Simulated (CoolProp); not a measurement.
Vapour-liquid equilibrium of C3F8 (R218) (1) + R134a (2) at 46.05 °C; x and y are mole fractions of (1).

Values from CoolProp's multi-fluid Helmholtz-energy mixture model, Lemmon 2006 and Tillner-Roth 1994; pair parameters Bell 2016.

```
x     bubble pressure, mixture model (MPa)  bubble pressure, Raoult's law (MPa)  y, mixture model  y, Raoult's law
----  ------------------------------------  -----------------------------------  ----------------  ---------------
0.05                                 1.301                                1.206             0.106            0.061
0.15                                 1.466                                1.234             0.252            0.179
0.25                                 1.579                                1.263             0.352            0.292
0.35                                 1.655                                1.291             0.430            0.400
0.45                                 1.704                                1.319             0.500            0.503
0.55                                 1.730                                1.347             0.567            0.602
0.65                                 1.732                                1.376             0.638            0.697
0.75                                 1.706                                1.404             0.717            0.788
0.85                                 1.646                                1.432             0.810            0.875
0.95                                 1.545                                1.461             0.927            0.959
```

The largest gap from Raoult's law is +29.2 % in bubble pressure, at x = 0.45. y crosses x between x = 0.55 and 0.65: the model has an azeotrope there.

The pair parameters rest on a limited set of measurements; away from them the model extrapolates.
